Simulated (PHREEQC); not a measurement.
Model water analysis in mg/kgw, 20 °C, pH 7.05:

```tsv
constituent	mg/kgw
Na	9230
K	1070
Ca	277
Mg	1970
Cl	17100
S(6) as SO4	6420
Alkalinity as HCO3	0.0129
Li	4.49
```

Valence states are taken as typed.

Model: Pitzer model, pitzer.dat, run in PHREEQC.

| Property | Value |
|---|---|
| ionic strength | 0.765 mol/kgw |
| activity of water | 0.983 |
| density | 1.026 g/cm³ |
| osmotic coefficient | 0.876 |
| charge-balance error | -0.9 % |

```
species  molality  activity   log γ
-------  --------  --------  ------
Cl-         0.482     0.299  -0.208
Na+         0.402     0.279  -0.159
Mg+2       0.0810    0.0187  -0.636
SO4-2      0.0668   0.00562  -1.075
K+         0.0274    0.0176  -0.193
Ca+2      0.00691   0.00140  -0.694
Li+      0.000647  0.000500  -0.112
MgOH+     2.34e-7   2.06e-7  -0.056
OH-       1.50e-7   7.55e-8  -0.298
H+        1.15e-7   8.91e-8  -0.113
HSO4-     6.53e-8   4.16e-8  -0.196
HCO3-     7.49e-9   4.39e-9  -0.232
```

This is a speciation only: nothing precipitates in the calculation.
